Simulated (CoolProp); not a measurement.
A single-stage vapour-compression cycle with the fluid: evaporating at 220.15 K (dew point), condensing at 243.15 K (bubble point), superheat 5 K, subcooling 8 K, compressor efficiency 0.6, no pressure losses. The same conditions are run with several fluids, on thermodynamics alone (safety and materials aside).

The numbers come from the reference Helmholtz-energy equation of state of each fluid (isobutane: Bücker 2006; propane: Lemmon 2009; ammonia: Gao 2020; carbonyl sulfide: Lemmon 2006; C3F8 (R218): Lemmon 2006; R22: Kamei 1995) in CoolProp.

```json
[
 {"fluid": "isobutane", "cooling COP": "5.57", "pressure ratio": "3.30", "discharge temperature (K)": "272.6", "refrigerating effect (kJ/kg)": "375", "volumetric capacity (kJ/m³)": "166"},
 {"fluid": "propane", "cooling COP": "5.52", "pressure ratio": "2.75", "discharge temperature (K)": "277.5", "refrigerating effect (kJ/kg)": "410", "volumetric capacity (kJ/m³)": "604"},
 {"fluid": "ammonia", "cooling COP": "5.17", "pressure ratio": "3.51", "discharge temperature (K)": "351.6", "refrigerating effect (kJ/kg)": "1370", "volumetric capacity (kJ/m³)": "429"},
 {"fluid": "carbonyl sulfide", "cooling COP": "5.35", "pressure ratio": "2.67", "discharge temperature (K)": "309.7", "refrigerating effect (kJ/kg)": "296", "volumetric capacity (kJ/m³)": "863"},
 {"fluid": "C3F8 (R218)", "cooling COP": "5.53", "pressure ratio": "2.99", "discharge temperature (K)": "253.2", "refrigerating effect (kJ/kg)": "99.9", "volumetric capacity (kJ/m³)": "471"},
 {"fluid": "R22", "cooling COP": "5.43", "pressure ratio": "2.97", "discharge temperature (K)": "295.8", "refrigerating effect (kJ/kg)": "228", "volumetric capacity (kJ/m³)": "593"}
]
```
